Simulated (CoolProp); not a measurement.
Vapour-liquid equilibrium of R13 (1) + R11 (2) at 0.104 MPa; x and y are mole fractions of (1).

Model: multi-fluid Helmholtz-energy mixture model, Platzer 1990 and Jacobsen 1992; pair parameters Bell 2016, in CoolProp. This equation is an older, rougher fit; its heat capacities, sound speeds and derivatives of the liquid may be far off and weren't checked against measurements.

**Question.** Give the bubble temperature and the first vapour's composition at x = 0.05, 0.35, 0.95. Is there an azeotrope?

**Answer.** x = 0.05: -20.5 °C, y = 0.854; x = 0.35: -67.3 °C, y = 0.995; x = 0.95: -80.0 °C, y = 1.000. No azeotrope shows between x = 0.05 and 0.95.

The pair parameters rest on a limited set of measurements; away from them the model extrapolates. With so large a gap from Raoult's law the liquid may split in two, which this calculation doesn't test in full.
